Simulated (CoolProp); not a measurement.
Properties of sulfur dioxide along the isotherm 434.5 K (Tc = 430.6 K, pc = 7.887 MPa, ω = 0.256).

Values from CoolProp's reference Helmholtz-energy equation of state, Gao 2016.

| p (MPa) | phase | speed of sound (m/s) | isothermal compressibility (1/MPa) |
|---|---|---|---|
| 0.0623 | gas | 262.8 | 16.09 |
| 0.118 | gas | 262.5 | 8.518 |
| 0.224 | gas | 261.7 | 4.508 |
| 0.425 | gas | (withheld) | 2.397 |
| 0.805 | gas | (withheld) | (withheld) |
| 1.53 | gas | 252.4 | (withheld) |
| 2.89 | gas | 241.9 | 0.4065 |
| 5.49 | gas | 218.0 | 0.2837 |
| 10.4 | supercritical | 285.7 | 0.05143 |
| 19.7 | supercritical | (withheld) | 0.01001 |

Question: Fill in the missing entries.

Answer: 
- 0.425, speed of sound (m/s): 260.4
- 0.805, speed of sound (m/s): 257.7
- 0.805, isothermal compressibility (1/MPa): 1.289
- 1.53, isothermal compressibility (1/MPa): 0.7040
- 19.7, speed of sound (m/s): 472.3
